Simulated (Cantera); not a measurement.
A Cantera script and what it prints.

```python
import numpy as np
import cantera as ct

gas_names = """
    H HO2 H2 H2O H2O2 O OH O2 O3 Ti TiO TiO2
""".split()
cond_names = """
    H2O(s) H2O(L) Ti(a) Ti(b) Ti(L) TiO(a) TiO(b) TiO(L) TiO2(ru) TiO2(L) Ti2O3(a) Ti2O3(b) Ti2O3(L)
    Ti3O5(a) Ti3O5(b) Ti3O5(L) Ti4O7(s) Ti4O7(L)
""".split()


# ... load() reads the species with a 1 bar reference pressure and builds the phases ...
atoms = {
    'Ti': {'Ti': 1},
    'O2': {'O': 2},
    'H2': {'H': 2},
}
top_T = {}  # K; cautious upper limits of use, not melting points


# ... equilibrate(T, P, feed) seeds the gas with the atoms and calls Mixture.equilibrate('TP', solver="vcs", rtol=1e-11, max_steps=5000) ...
results = []
feed = {'Ti': 1, 'O2': 0.16, 'H2': 1.3}  # mol
T = 2000  # K
P = 2100  # Pa
mix = equilibrate(T, P, feed)
results.append((T, P, feed, dict(zip(mix.species_names, mix.species_moles))))
x = sorted(zip(gas.X, gas.species_names), reverse=True)
print(f"T = {T:g} K  P = {P:g} Pa  gas = {mix.phase_moles(0):.4g} mol")
print("   x: " + "  ".join(f"{s} {v:.3e}" for v, s in x if v > 0.0001))
print("   condensed (mol): " + ("  ".join(f"{mix.phase(i).name} {mix.phase_moles(i):.4g}"
      for i in range(1, mix.n_phases) if mix.phase_moles(i) > 1e-12) or "none"))
```

Result:

```
T = 2000 K  P = 2100 Pa  gas = 1.308 mol
   x: H2 9.883e-01  H 1.116e-02  Ti 4.731e-04
   condensed (mol): Ti(L) 0.6794  TiO(b) 0.32
```

Equilibrium computed with Cantera from the NASA thermochemical tables; the gas is ideal and each condensed phase is pure. Mutual solubility and eutectic melting of coexisting phases are not modelled. TiO: taken at fixed stoichiometry. Condensed phases not in the tables: N, O or C dissolved in the metal.
